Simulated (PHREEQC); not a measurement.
Consider water at 20 °C with 0.0013 mol/kgw HF and 0.018 mol/kgw K2HPO4. Closed to the air; pH follows from the charge balance.

The numbers come from PHREEQC with the ion-association model, phreeqc.dat.

This is a speciation only: nothing precipitates in the calculation.

Question: Order these P species by the share of P that they hold, largest first: HPO4-2, H2PO4-, KHPO4-.

Answer: HPO4-2 (90 %), H2PO4- (7.2 %), KHPO4- (2.8 %)

The pH is 8.06 and the ionic strength 0.0517 mol/kgw. Complexes and solids missing from the database can't appear.
